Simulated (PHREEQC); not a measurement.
A column of 0.1 m (30 cells, dispersivity 0.008 m, 3600 s a shift, diffusion coefficient 3e-10 m²/s) holds 0.0058 eq of the database's cation exchanger X per kg of pore water, first in equilibrium with 17 mmol/kgw MnCl2, 40 mmol/kgw KCl and 0.01 mmol/kgw HCl. It is flushed with 1.2 mmol/kgw KBr, 0.79 mmol/kgw SrCl2 and 0.01 mmol/kgw HCl, at 15 °C. Values are for the last cell. No CO2 enters from the air. Nothing may precipitate in this run.

All values are PHREEQC results (ion-association model, phreeqc.dat), not measurements.

Predict Sr in solution (mol/kgw), Mn in solution (mol/kgw), Cl in solution (mol/kgw) at pore volumes = 1.65, 2.35, 4.917.


```csv
pore volumes,Sr in solution (mol/kgw),Mn in solution (mol/kgw),Cl in solution (mol/kgw)
1.65,2.65e-5,0.00120,0.00663
2.35,1.55e-5,0.000514,0.00214
4.917,0.000581,0.000192,0.00159
```
